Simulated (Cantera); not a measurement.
Transport properties of process gases

Gas mixture: 5.99 % H₂, 13.8 % C₃H₈, 40.1 % CH₃OH, 40.1 % C₂H₄, at 0.770 bar, frozen composition.

Cantera's kinetic-theory transport with the Lennard-Jones parameters of GRI-Mech 3.0, ideal gas; thermal conductivity in the mixture-averaged form. Polar gases are described roughly by these parameters. The composition is frozen, though it would react at the higher temperatures.

```
T (K)  ρ (kg/m³)  cp (J/kg/K)  μ (µPa s)  λ (mW/m/K)     Pr  D (cm²/s) CO₂  D (cm²/s) NH₃  D (cm²/s) H₂O
-----  ---------  -----------  ---------  ----------  -----  -------------  -------------  -------------
400        0.702         1863       12.9        37.6  0.638          0.256          0.356          0.367
500        0.561         2182       15.9        52.5  0.661          0.391          0.552          0.572
600        0.468         2474       18.7        68.4  0.678          0.549          0.785          0.816
700        0.401         2723       21.4        84.7  0.689          0.727           1.05           1.10
800        0.351         2930       24.0         101  0.694          0.924           1.35           1.41
900        0.312         3109       26.4         118  0.698           1.14           1.67           1.75
1000       0.281         3287       28.7         134  0.705           1.37           2.02           2.12
1100       0.255         3425       30.8         149  0.707           1.62           2.40           2.53
1200       0.234         3549       32.9         165  0.708           1.88           2.81           2.95
```
D: mixture-averaged diffusion coefficient of that species in the mixture.
